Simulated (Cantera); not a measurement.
A freely propagating, adiabatic, planar premixed flame of C3H8 : O2 : N2 : CO2 = 1 : 5.62 : 21.1 : 5.7 (molar parts), equivalence ratio 0.89, unburnt at 350 K and 7430 Torr; mixture-averaged transport, grid criteria slope 0.08 and curve 0.16, no radiation.

Model: GRI-Mech 3.0 (53 species, 325 reactions), integrated in Cantera. GRI-Mech 3.0 was tuned for natural gas; its chemistry of propane as a main component is partial and can be far from experiment. Burning velocities carry a grid error of a few per cent, more on coarse grids.

**Question.** What does this change do: inlet temperature 350 to 375 K?

**Answer.** 
```tsv
quantity	before	after
laminar burning velocity	7.56 cm/s	8.78 cm/s
thermal thickness	0.163 mm	0.153 mm
peak x(OH)	0.00125	0.00135
```
